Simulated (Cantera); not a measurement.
A freely propagating, adiabatic, planar premixed flame of H₂ : O₂ : N₂ = 1 : 0.562 : 2.11 (molar parts), equivalence ratio 0.89, unburnt at 525 K and 1.00 bar; mixture-averaged transport, grid criteria slope 0.08 and curve 0.16, no radiation.

Detailed kinetics in Cantera: the H2/O2 subset of GRI-Mech 3.0, which has no nitrogen chemistry. Burning velocities carry a grid error of a few per cent, more on coarse grids.

Question: What does this change do: H2 1 to 1.3 parts?

Answer: 
```
quantity                    before     after
------------------------  --------  --------
laminar burning velocity  528 cm/s  646 cm/s
thermal thickness         0.438 mm  0.445 mm
peak x(HO₂)               0.000358  0.000353
peak x(O)                   0.0133    0.0111
peak x(OH)                  0.0176    0.0167
peak x(H)                   0.0458    0.0687
```
